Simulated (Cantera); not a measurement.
A closed system holds: 1 mol C₂H₂, 1.4 mol CO₂, 0.81 mol H₂, held at 2602 °C and 101000 Pa.

Equilibrium computed with Cantera from the NASA thermochemical tables; the gas is ideal and each condensed phase is pure. Candidate condensed phases: C, C₆H₆, C₇H₈, C₈H₁₈, H₂O; 110 gas species. Rates play no part.

Base state: CO 0.589, H₂ 0.335, H 0.0609, C₂H₂ (acetylene) 0.0143, C₂H 0.000369, C₄H₂ 0.000253, C₃ 7.65e-5, C₂H₂ (vinylidene) 3.33e-5 (mole fractions); condensed: C(graphite).

Problem. What changes in the equilibrium state with this change: C₂H₂ replaced by n-butane?

Solution. 
| species | before | after |
|---|---|---|
| H₂ | 0.335 | 0.582 |
| CO | 0.589 | 0.312 |
| H | 0.0609 | 0.0802 |
| C₂H₂ (acetylene) | 0.0143 | 0.0248 |
| CH₄ | 1.02e-5 | 3.07e-5 |
| CH₃ | 3.03e-5 | 6.93e-5 |
| C(graphite), mol | 0.454 | 2.13 |

Problem. What changes in the equilibrium state with this change: temperature from 2602 °C to 2352 °C?

Solution. 
```tsv
species	before	after
CO	0.589	0.600
H₂	0.335	0.368
H	0.0609	0.0256
C₂H₂ (acetylene)	0.0143	0.00657
C₃	7.65e-5	3.12e-6
C	1.45e-5	8.43e-7
C(graphite), mol	0.454	0.537
```

Problem. What changes in the equilibrium state with this change: CO₂ from 1.4 to 0.039 mol?

Solution. 
```csv
species,before,after
H₂,0.335,0.828
H,0.0609,0.0957
CO,0.589,0.0393
C₂H₂ (acetylene),0.0143,0.0353
CH₄,1.02e-5,6.22e-5
C₃H₃ (propargyl),3.16e-6,1.23e-5
CH₃,3.03e-5,0.000118
"C(graphite), mol",0.454,1.81
```
